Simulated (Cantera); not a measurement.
# SiO2 + CH4 + N2 (carbothermic reduction)

Feed: 1 mol SiO2, 0.92 mol CH4, 0.66 mol N2, held at 0.0110 bar.

Cantera equilibrium calculation (NASA polynomials, part measured and part estimated; ideal gas, pure solids and liquids). Candidate condensed phases: C, C6H6, C7H8, C8H18, H2O, Si, SiC, SiO2, Si2N2O, Si3N4; 151 gas species. N2 is the only nitrogen source here; it is nearly inert below about 1500 K, so the nitride shown seldom forms there in practice. Mutual solubility and eutectic melting of coexisting phases are not modelled. The tables hold silica as quartz up to 1696 K and as liquid above; real silica turns to tridymite and cristobalite and melts near 1996 K. Rates play no part.

```csv
T (°C),log p H2,log p CO,log p SiO,log p N2,log p H,log p CH4,n C(graphite),n SiO2(β-quartz),n Si2N2O(s),n SiO2(condensed)
927,-2.14,-2.77,-9.15,-2.69,-7.77,-6.08,0.494,0.716,0.142,0
977,-2.18,-2.52,-8.21,-2.86,-7.41,-6.32,0.0895,0.446,0.277,0
1027,-2.19,-2.49,-7.38,-2.90,-7.05,-6.71,0,0.387,0.307,0
1077,-2.19,-2.49,-6.63,-2.90,-6.72,-7.11,0,0.387,0.307,0
1127,-2.19,-2.49,-5.93,-2.90,-6.41,-7.48,0,0.387,0.307,0
1177,-2.19,-2.49,-5.29,-2.90,-6.12,-7.82,0,0.386,0.306,0
1227,-2.19,-2.49,-4.69,-2.90,-5.85,-8.14,0,0.385,0.305,0
1277,-2.19,-2.49,-4.12,-2.90,-5.60,-8.45,0,0.379,0.300,0
1327,-2.20,-2.50,-3.60,-2.89,-5.36,-8.76,0,0.362,0.282,0
1377,-2.23,-2.53,-3.12,-2.86,-5.16,-9.12,0,0.307,0.227,0
1427,-2.32,-2.62,-2.68,-2.79,-4.99,-9.64,0,0,0.0403,0.120
```
log p: log10 of the partial pressure in bar; n: condensed amount in mol.

From 927 °C to 977 °C the condensed part is C(graphite) + SiO2(β-quartz) + Si2N2O(s). From 1027 °C to 1377 °C the condensed part is SiO2(β-quartz) + Si2N2O(s). At 1427 °C the condensed part is SiO2(condensed) + Si2N2O(s). The main Si-bearing gas is SiO throughout.
